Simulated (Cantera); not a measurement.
Cantera run:

```python
import numpy as np
import cantera as ct

gas_names = """
    CL CLO CL2 H HCL HOCL HO2 H2 H2O H2O2 Mg MgCL MgCL2 MgH MgO MgOH MgO2H2 Mg2 O OH O2 O3
""".split()
cond_names = """
    H2O(s) H2O(L) Mg(cr) Mg(L) MgCL2(s) MgCL2(L) MgO(s) MgO(L) MgO2H2(s)
""".split()


def load(file, names, dense=False):
    # The tables refer to 1 bar. Condensed volumes are neglected.
    table = {s.name: s for s in ct.Species.list_from_file(file)}
    out = []
    for n in names:
        d = dict(table[n].input_data)
        d["thermo"] = dict(d["thermo"], **{"reference-pressure": 1e5})
        if dense:
            d["equation-of-state"] = {"model": "constant-volume", "density": "1e6 g/cm^3"}
        out.append(ct.Species.from_dict(d))
    return out


gas = ct.Solution(thermo="ideal-gas", species=load("nasa_gas.yaml", gas_names))
cond = {s.name: ct.Solution(thermo="fixed-stoichiometry", species=[s], name=s.name)
        for s in load("nasa_condensed.yaml", cond_names, dense=True)}
atoms = {
    'MgCl2': {'Mg': 1, 'CL': 2},
    'O2': {'O': 2},
    'H2': {'H': 2},
}
top_T = {}  # K; cautious upper limits of use, not melting points


def equilibrate(T, P, feed):
    n = {}
    for name, mol in feed.items():
        for a, k in atoms[name].items():
            n[a] = n.get(a, 0.0) + k * mol
    gas.TPX = T, P, n
    mass = sum(n.values()) * gas.mean_molecular_weight
    gas.equilibrate("TP")
    valid = [c for c in cond.values() if c.min_temp <= T <= top_T.get(c.name, c.max_temp)]
    mix = ct.Mixture([(gas, mass / gas.mean_molecular_weight)] + [(c, 0.0) for c in valid])
    mix.T, mix.P = T, P
    mix.equilibrate("TP", solver="vcs", rtol=1e-11, max_steps=5000)
    return mix


results = []
T = 1100  # K
P = 2.5  # Pa
for m in [0.43, 0.58, 0.77, 1, 1.4, 1.8, 2.4, 3.2, 4.3, 5.7, 7.6]:
    feed = {'MgCl2': 1, 'O2': m, 'H2': 0.47}  # mol
    mix = equilibrate(T, P, feed)
    results.append((T, P, feed, dict(zip(mix.species_names, mix.species_moles))))

top = {s: max(r[3][s] / sum(r[3][g] for g in gas_names) for r in results) for s in gas_names}
cols = sorted((s for s in top if top[s] > 0.0001), key=lambda s: -top[s])[:8]
seen = [c for c in cond_names if any(r[3].get(c, 0) > 1e-12 for r in results)]
print("log10 of partial pressures in bar; condensed amounts in mol")
print(f"{'n(O2)':>10s}" + "".join(f"{s[:9]:>10s}" for s in cols + seen))
for T, P, feed, n in results:
    ng = sum(n[g] for g in gas_names)
    print(f"{feed['O2']:10.4g}" + "".join(f"{np.log10(max(n[s] / ng * P / 1e5, 1e-99)):10.3f}" for s in cols)
          + "".join(f"{n.get(c, 0):10.4g}" for c in seen))
```

Output:

```
log10 of partial pressures in bar; condensed amounts in mol
     n(O2)        O2       HCL       CL2        CL     MgCL2       H2O    MgO(s)
      0.43    -6.384    -4.831    -5.418    -5.528    -5.518    -8.187     0.807
      0.58    -5.704    -4.864    -5.347    -5.493    -5.787    -7.984     0.888
      0.77    -5.388    -4.909    -5.365    -5.502    -5.963    -7.898    0.9171
         1    -5.204    -4.959    -5.406    -5.522    -6.096    -7.865    0.9317
       1.4    -5.039    -5.035    -5.481    -5.560    -6.254    -7.859    0.9434
       1.8    -4.949    -5.099    -5.551    -5.595    -6.368    -7.874    0.9496
       2.4    -4.869    -5.181    -5.642    -5.641    -6.500    -7.907     0.955
       3.2    -4.808    -5.271    -5.745    -5.692    -6.634    -7.952    0.9594
       4.3    -4.759    -5.370    -5.863    -5.751    -6.775    -8.008    0.9632
       5.7    -4.724    -5.470    -5.985    -5.812    -6.915    -8.068    0.9664
       7.6    -4.695    -5.577    -6.118    -5.879    -7.063    -8.134    0.9695
```

These are equilibrium values from Cantera (NASA tables, ideal gas, pure condensed phases), not measurements of a reactor.
